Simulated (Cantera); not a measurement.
# Diamond growth

A diamond (100) surface in a fixed gas of H2 with x(CH4) = 0.0049, x(CH3) = 8.4e-05, at 1350 K, 2700 Pa; coverages are run to steady state.

Model: the Harris–Goodwin 1993 mechanism for the reconstructed diamond (100) surface, integrated in Cantera.

| x(H) | growth (µm/h) | θ c6HH | θ c6H* | θ c6*H | θ c6** |
|---|---|---|---|---|---|
| 0.0001 | 0.00308 | 0.686 | 0.0285 | 0.281 | 0.00362 |
| 0.00021 | 0.0145 | 0.572 | 0.0386 | 0.380 | 0.00904 |
| 0.00043 | 0.0491 | 0.482 | 0.0460 | 0.453 | 0.0178 |
| 0.00089 | 0.123 | 0.422 | 0.0505 | 0.498 | 0.0291 |
| 0.0018 | 0.227 | 0.387 | 0.0528 | 0.520 | 0.0394 |
| 0.0038 | 0.345 | 0.367 | 0.0539 | 0.531 | 0.0475 |
| 0.0079 | 0.455 | 0.357 | 0.0544 | 0.536 | 0.0524 |
| 0.016 | 0.575 | 0.352 | 0.0546 | 0.538 | 0.0550 |
| 0.034 | 0.760 | 0.350 | 0.0548 | 0.539 | 0.0565 |
θ: site fractions in the mechanism's names (c6HH fully hydrogenated, c6H* and c6*H radical sites, c6** diradical, c6HM methylated).
